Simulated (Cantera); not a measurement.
A closed system holds: 1 mol Si, 2.4 mol F₂, held at 59.3 Torr.

Equilibrium computed with Cantera from the NASA thermochemical tables; the gas is ideal and each condensed phase is pure. Candidate condensed phases: Si; 9 gas species. The numbers say what is thermodynamically allowed, not how fast it happens.

Question: At 775 °C, list the 3 most abundant gas species with their mole fractions, and the condensed phases.

Answer: SiF₄ 0.638, F 0.212, F₂ 0.149. Condensed: gas only.
